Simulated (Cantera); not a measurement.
Feed: 1 mol Si, 0.6 mol Cl₂, 0.44 mol H₂, 3.1 mol HCl, equilibrated at 698.15 K and 1.40 bar.

Method: chemical equilibrium by Gibbs-energy minimisation in Cantera with the NASA 1993 tables (ideal gas, pure condensed phases). Candidate condensed phases: Si; 19 gas species. Equilibrium is a limit: real reactors are often held back by kinetics, nucleation or transport.

**Question.** What is the equilibrium state?

**Answer.** x(H₂): 0.586
x(SiCl₄): 0.318
x(HCl): 0.0959
x(SiHCl₃): 0.000385
gas amount: 3.140 mol
log10 activity of Si(s) (absent): -10.13
